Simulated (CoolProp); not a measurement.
Vapour-liquid equilibrium of carbon dioxide (1) + CH2F2 (R32) (2) at -51.05 °C; x and y are mole fractions of (1).

Values from CoolProp's multi-fluid Helmholtz-energy mixture model, Span 1996 and Tillner-Roth 1997; pair parameters Bell 2016.

```json
[
 {"x": "0.05", "bubble pressure, mixture model (MPa)": "0.1333", "bubble pressure, Raoult's law (MPa)": "0.1319", "y, mixture model": "0.248", "y, Raoult's law": "0.248"},
 {"x": "0.2", "bubble pressure, mixture model (MPa)": "0.2199", "bubble pressure, Raoult's law (MPa)": "0.2143", "y, mixture model": "0.605", "y, Raoult's law": "0.610"},
 {"x": "0.35", "bubble pressure, mixture model (MPa)": "0.3048", "bubble pressure, Raoult's law (MPa)": "0.2967", "y, mixture model": "0.761", "y, Raoult's law": "0.771"},
 {"x": "0.5", "bubble pressure, mixture model (MPa)": "0.3869", "bubble pressure, Raoult's law (MPa)": "0.3791", "y, mixture model": "0.849", "y, Raoult's law": "0.862"},
 {"x": "0.65", "bubble pressure, mixture model (MPa)": "0.4665", "bubble pressure, Raoult's law (MPa)": "0.4615", "y, mixture model": "0.908", "y, Raoult's law": "0.921"},
 {"x": "0.8", "bubble pressure, mixture model (MPa)": "0.5452", "bubble pressure, Raoult's law (MPa)": "0.5439", "y, mixture model": "0.952", "y, Raoult's law": "0.962"},
 {"x": "0.95", "bubble pressure, mixture model (MPa)": "0.6258", "bubble pressure, Raoult's law (MPa)": "0.6262", "y, mixture model": "0.988", "y, Raoult's law": "0.992"}
]
```

The largest gap from Raoult's law is +2.7 % in bubble pressure, at x = 0.35. No azeotrope shows between x = 0.05 and 0.95.

Pair parameters are fitted to limited data, so mixtures are less certain than the pure fluids.
